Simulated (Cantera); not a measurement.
An adiabatic, constant-volume homogeneous reactor starts with 41.6 % H2, 12.2 % O2, 46.2 % N2, equivalence ratio 1.7, at 1125 K and 0.200 bar.

Detailed kinetics in Cantera: the H2/O2 subset of GRI-Mech 3.0, which has no nitrogen chemistry.

Task: Predict: time of steepest temperature rise; temperature at 0.100 s; equilibrium temperature; x(H2) at 0.100 s; x(O2) at 0.100 s; x(OH) at 0.100 s; x(H2O2) at 0.100 s; x(H2O) at 0.100 s.

Result: 
```
Item                                                                Result
---------------------------------  ---------------------------------------
time of steepest temperature rise                                 0.351 ms
temperature at 0.100 s                                              2759 K
equilibrium temperature                                             2759 K
x(H2) at 0.100 s                       0.180 (gas-phase equilibrium 0.180)
x(O2) at 0.100 s                   0.00147 (gas-phase equilibrium 0.00147)
x(OH) at 0.100 s                     0.0167 (gas-phase equilibrium 0.0167)
x(H2O2) at 0.100 s                 7.36e-8 (gas-phase equilibrium 7.36e-8)
x(H2O) at 0.100 s                      0.247 (gas-phase equilibrium 0.247)
```
